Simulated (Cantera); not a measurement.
A jet of CH₄ : O₂ : N₂ = 0.053 : 0.14 : 0.79 (molar parts) at 300 K and 97.5 Torr hits a platinum plate 6.7 cm away at a mass flux of 0.15 kg/m²/s; the plate temperature is set and raised in steps from an oxygen-covered start.

Model: Deutschmann's 1995 Pt surface mechanism with GRI-Mech 3.0 gas chemistry, integrated in Cantera. Catalytic surfaces can have several steady states; this one follows from the mechanism file's or the stated starting coverage.

One state of this run: wall x CH₄ = 0.0271; wall x O₂ = 0.0851; wall x H₂O = 0.0502; wall x OH = 1.01e-7; wall x CO = 1.41e-5; wall x CO₂ = 0.0330; θ free Pt = 0.263; θ O* = 0.735; θ OH* = 0.00193. x: mole fraction at the wall; θ: surface coverage.

### Question
Which value of plate T (K) does it belong to?
A. 1150
B. 1000
C. 900
D. 950

### Answer
D, 950
